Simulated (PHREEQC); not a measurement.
Consider water at 20 °C with 0.021 mol CuCl2, 0.019 mol H2SO4 and 0.11 mol Na2SO4 per kg of water. Closed to the air; pH follows from the charge balance.

The numbers come from PHREEQC with the ion-association model, wateq4f.dat.

```
Property                   Value
-----------------  -------------
pH                          1.98
ionic strength     0.323 mol/kgw
activity of water          0.993
total alkalinity    -38.0 meq/kg
```

| species | molality | activity | log γ |
|---|---|---|---|
| Na+ | 0.202 | 0.146 | -0.140 |
| SO4-2 | 0.0758 | 0.0187 | -0.608 |
| Cl- | 0.0417 | 0.0283 | -0.169 |
| HSO4- | 0.0246 | 0.0171 | -0.156 |
| NaSO4- | 0.0184 | 0.0132 | -0.143 |
| H+ | 0.0134 | 0.0105 | -0.107 |
| Cu+2 | 0.0105 | 0.00300 | -0.543 |
| CuSO4 | 0.0103 | 0.0111 | 0.032 |
| CuCl+ | 0.000260 | 0.000178 | -0.165 |
| CuCl2 | 2.38e-6 | 2.56e-6 | 0.032 |

Precipitation was switched off in this run. Species that the database lacks are ignored.
